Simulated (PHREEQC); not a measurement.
**Silver or lead bath (model solution)**

Dissolve 0.058 mol Pb(NO3)2, 0.053 mol KNO3 and 0.00032 mol Zn(NO3)2 per kg of water at 25 °C. Closed to the air; pH follows from the charge balance.

Computed with PHREEQC (ion-association model, wateq4f.dat).

The pH is 4.55 and the ionic strength is 0.182 mol/kgw.

```tsv
species	molality	activity	log γ
NO3-	0.147	0.103	-0.153
K+	0.0530	0.0381	-0.143
Pb+2	0.0352	0.0112	-0.499
PbNO3+	0.0227	0.0170	-0.125
Zn+2	0.000320	0.000108	-0.473
H+	3.55e-5	2.84e-5	-0.096
Pb2OH+3	2.53e-5	1.91e-6	-1.123
PbOH+	1.02e-5	7.63e-6	-0.125
ZnOH+	5.51e-9	4.14e-9	-0.125
```

No solid was allowed to form.
